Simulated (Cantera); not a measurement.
Input (Python, Cantera) and output of one run.

```python
import numpy as np
import cantera as ct

gas_names = """
    F F2 H HF H2 H2F2 H3F3 H4F4 H5F5 H6F6 H7F7 N NF NF2 NF3 NH NH2 NH3 N2 N2H2 N2H4 Si SiF SiF2 SiF3
    SiF4 SiH SiHF3 SiH2 SiH2F2 SiH3 SiH3F SiH4 SiN Si2 Si2N Si3
""".split()
cond_names = """
    Si(cr) Si(L) Si3N4(a)
""".split()


# ... load() reads the species with a 1 bar reference pressure and builds the phases ...
atoms = {
    'Si3N4': {'Si': 3, 'N': 4},
    'HF': {'H': 1, 'F': 1},
    'H2': {'H': 2},
}
top_T = {'Si3N4(a)': 2400}  # K; cautious upper limits of use, not melting points


# ... equilibrate(T, P, feed) seeds the gas with the atoms and calls Mixture.equilibrate('TP', solver="vcs", rtol=1e-11, max_steps=5000) ...
results = []
T = 1525  # K
P = 76000  # Pa
for m in [1.7, 2.3, 3.1, 4.2, 5.6, 7.6, 10, 14, 18, 25, 33, 44, 59]:
    feed = {'Si3N4': 1, 'HF': m, 'H2': 1.6}  # mol
    mix = equilibrate(T, P, feed)
    results.append((T, P, feed, dict(zip(mix.species_names, mix.species_moles))))
    x = sorted(zip(gas.X, gas.species_names), reverse=True)
    print(f"T = {T:g} K  P = {P:g} Pa  n(HF) = {m:g} mol  gas = {mix.phase_moles(0):.4g} mol")
    print("   x: " + "  ".join(f"{s} {v:.3e}" for v, s in x if v > 0.001))
    print("   condensed (mol): " + ("  ".join(f"{mix.phase(i).name} {mix.phase_moles(i):.4g}"
          for i in range(1, mix.n_phases) if mix.phase_moles(i) > 1e-12) or "none"))
```

It prints:

```
T = 1525 K  P = 76000 Pa  n(HF) = 1.7 mol  gas = 3.169 mol
   x: H2 7.656e-01  SiF4 1.212e-01  N2 9.072e-02  HF 7.521e-03  SiF3 7.255e-03  SiHF3 7.224e-03
   condensed (mol): Si3N4(a) 0.8563
T = 1525 K  P = 76000 Pa  n(HF) = 2.3 mol  gas = 3.721 mol
   x: H2 7.310e-01  SiF4 1.406e-01  N2 1.045e-01  SiF3 7.923e-03  HF 7.809e-03  SiHF3 7.709e-03
   condensed (mol): Si3N4(a) 0.8056
T = 1525 K  P = 76000 Pa  n(HF) = 3.1 mol  gas = 4.458 mol
   x: H2 6.983e-01  SiF4 1.591e-01  N2 1.175e-01  SiF3 8.525e-03  SiHF3 8.106e-03  HF 8.027e-03
   condensed (mol): Si3N4(a) 0.7381
T = 1525 K  P = 76000 Pa  n(HF) = 4.2 mol  gas = 5.472 mol
   x: H2 6.677e-01  SiF4 1.765e-01  N2 1.296e-01  SiF3 9.064e-03  SiHF3 8.428e-03  HF 8.189e-03
   condensed (mol): Si3N4(a) 0.6454
T = 1525 K  P = 76000 Pa  n(HF) = 5.6 mol  gas = 6.761 mol
   x: H2 6.421e-01  SiF4 1.911e-01  N2 1.398e-01  SiF3 9.501e-03  SiHF3 8.664e-03  HF 8.296e-03
   condensed (mol): Si3N4(a) 0.5273
T = 1525 K  P = 76000 Pa  n(HF) = 7.6 mol  gas = 8.603 mol
   x: H2 6.188e-01  SiF4 2.045e-01  N2 1.491e-01  SiF3 9.887e-03  SiHF3 8.851e-03  HF 8.372e-03
   condensed (mol): Si3N4(a) 0.3586
T = 1525 K  P = 76000 Pa  n(HF) = 10 mol  gas = 10.81 mol
   x: H2 6.014e-01  SiF4 2.145e-01  N2 1.560e-01  SiF3 1.017e-02  SiHF3 8.976e-03  HF 8.416e-03
   condensed (mol): Si3N4(a) 0.1562
T = 1525 K  P = 76000 Pa  n(HF) = 14 mol  gas = 14.6 mol
   x: H2 5.197e-01  SiF4 2.044e-01  HF 1.380e-01  N2 1.369e-01
   condensed (mol): none
T = 1525 K  P = 76000 Pa  n(HF) = 18 mol  gas = 18.6 mol
   x: H2 4.084e-01  HF 3.228e-01  SiF4 1.610e-01  N2 1.075e-01
   condensed (mol): none
T = 1525 K  P = 76000 Pa  n(HF) = 25 mol  gas = 25.6 mol
   x: HF 5.079e-01  H2 2.968e-01  SiF4 1.171e-01  N2 7.812e-02
   condensed (mol): none
T = 1525 K  P = 76000 Pa  n(HF) = 33 mol  gas = 33.6 mol
   x: HF 6.250e-01  H2 2.261e-01  SiF4 8.923e-02  N2 5.952e-02
   condensed (mol): none
T = 1525 K  P = 76000 Pa  n(HF) = 44 mol  gas = 44.6 mol
   x: HF 7.175e-01  H2 1.704e-01  SiF4 6.723e-02  N2 4.484e-02
   condensed (mol): none
T = 1525 K  P = 76000 Pa  n(HF) = 59 mol  gas = 59.6 mol
   x: HF 7.886e-01  H2 1.275e-01  SiF4 5.032e-02  N2 3.356e-02
   condensed (mol): none
```

Method: chemical equilibrium by Gibbs-energy minimisation in Cantera with the NASA 1993 tables (ideal gas, pure condensed phases). The tables' values for SiF3, SiF2 are old estimates; treat these amounts as uncertain.
